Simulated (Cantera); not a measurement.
Input: 1 mol Mg(OH)2, 3.5 mol CO2, 4.9 mol H2, equilibrated at 1698.15 K and 0.133 bar.

Cantera equilibrium calculation (NASA polynomials, part measured and part estimated; ideal gas, pure solids and liquids). Candidate condensed phases: C, C6H6, C7H8, C8H18, H2O, Mg, MgCO3, MgO, Mg(OH)2; 116 gas species. Equilibrium is a limit: real reactors are often held back by kinetics, nucleation or transport.

Base state: H2O 0.369, CO 0.263, H2 0.259, CO2 0.110, H 0.000202, OH 1.48e-5 (mole fractions); condensed: MgO(s).

Question: What changes in the equilibrium state with this change: temperature from 1698.15 K to 823 K?

Answer: 
| species | before | after |
|---|---|---|
| H2 | 0.259 | 0.387 |
| CO2 | 0.110 | 0.255 |
| H2O | 0.369 | 0.236 |
| CO | 0.263 | 0.116 |
| CH4 | <1e-9 | 0.00625 |
| H | 0.000202 | <1e-9 |
| OH | 1.48e-5 | <1e-9 |
| MgO(s), mol | 1.000 | 1.00 |
